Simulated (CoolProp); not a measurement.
Values from CoolProp's reference Helmholtz-energy equation of state, Gao 2016.

Task: For sulfur dioxide, give the phase and the density (kg/m³), cp (kJ/(kg K)), speed of sound (m/s), expansivity (1/kK) at 525 K and 1.97 MPa; 525 K and 19.7 MPa.

Result: 
- 525 K and 1.97 MPa: gas; density 30.2, cp 0.785, speed of sound 281, expansivity 2.24
- 525 K and 19.7 MPa: supercritical; density 492, cp 1.81, speed of sound 277, expansivity 8.03
